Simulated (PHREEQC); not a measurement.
Make-up at 86 °C: 0.0089 mol/kgw HF, 0.075 mol/kgw H2SiF6, 0.014 mol/kgw H3PO4 and 0.27 mol/kgw HNO3. Closed to the air; pH follows from the charge balance.

Model: ion-association model, phreeqc.dat, run in PHREEQC.

The pH comes out as 0.52. The ionic strength comes out as 0.468 mol/kgw and the activity of water is 0.986. The density comes out as 0.984 g/cm³. The total alkalinity is -743 meq/kg.

| species | molality | activity | log γ |
|---|---|---|---|
| H+ | 0.402 | 0.299 | -0.128 |
| NO3- | 0.270 | 0.158 | -0.234 |
| SiF6-2 | 0.0660 | 0.0122 | -0.734 |
| HF | 0.0629 | 0.0701 | 0.047 |
| H3PO4 | 0.0137 | 0.0153 | 0.047 |
| H4SiO4 | 0.00902 | 0.0100 | 0.047 |
| H2PO4- | 0.000284 | 0.000189 | -0.176 |
| F- | 7.67e-5 | 4.64e-5 | -0.219 |
| HF2- | 1.95e-5 | 1.37e-5 | -0.154 |

Precipitation was switched off in this run. Saturation is exceeded, for instance for SiO2(a), Quartz (slow to form); the values hold only as long as no solid forms. Complexes and solids missing from the database can't appear. Constants without temperature data keep their 25 °C values here. SiF6-2 is the database's only silicon fluoride.
